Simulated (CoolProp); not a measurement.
Properties of n-undecane along the isotherm 620 K (Tc = 638.8 K, pc = 1990 kPa, ω = 0.539).

Model: reference Helmholtz-energy equation of state, Aleksandrov 2011, in CoolProp. It is a short technical equation, of lower accuracy than the large ones.

```
p (kPa)  phase  cp (kJ/(kg K))  cv (kJ/(kg K))  speed of sound (m/s)  expansivity (1/kK)  fugacity coefficient
-------  -----  --------------  --------------  --------------------  ------------------  --------------------
3.15       gas           2.910           2.857                 183.2               1.617                0.9993
4.9        gas           2.910           2.857                 183.1               1.619                0.9989
7.63       gas           2.911           2.857                 183.0               1.623                0.9983
11.9       gas           2.911           2.857                 182.8               1.628                0.9974
18.5       gas           2.912           2.858                 182.6               1.637                0.9960
28.8       gas           2.913           2.858                 182.2               1.651                0.9937
44.9       gas           2.915           2.859                 181.6               1.672                0.9902
69.8       gas           2.918           2.860                 180.6               1.706                0.9848
109        gas           2.923           2.863                 179.1               1.763                0.9763
169        gas           2.931           2.866                 176.7               1.854                0.9634
264        gas           2.945           2.872                 172.7               2.014                0.9431
410        gas           2.970           2.882                 166.4               2.304                0.9121
639        gas           3.022           2.899                 155.5               2.917                0.8642
995        gas           3.159           2.934                 135.2               4.626                0.7908
```
